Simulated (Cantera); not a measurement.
Input: 1 mol acetone, 38 mol H2.

Method: chemical equilibrium by Gibbs-energy minimisation in Cantera with the NASA 1993 tables (ideal gas, pure condensed phases). Candidate condensed phases: C, C6H6, C7H8, C8H18, H2O; 110 gas species. The feed counts by its element totals alone. The ideal-gas law is rough above about 30 bar. Kinetics and transport are ignored.

### Question
What condenses at these points (T in °C, P in Pa): (2650, 4600); (2725, 46); (2050, 46); (2500, 100000); (2350, 22000)?

### Answer
| T (°C) | P in Pa | condensed phases | C condensed (%) |
|---|---|---|---|
| 2650 | 4600 | gas only | 0.0 |
| 2725 | 46 | gas only | 0.0 |
| 2050 | 46 | C | 56.0 |
| 2500 | 100000 | gas only | 0.0 |
| 2350 | 22000 | C | 19.9 |
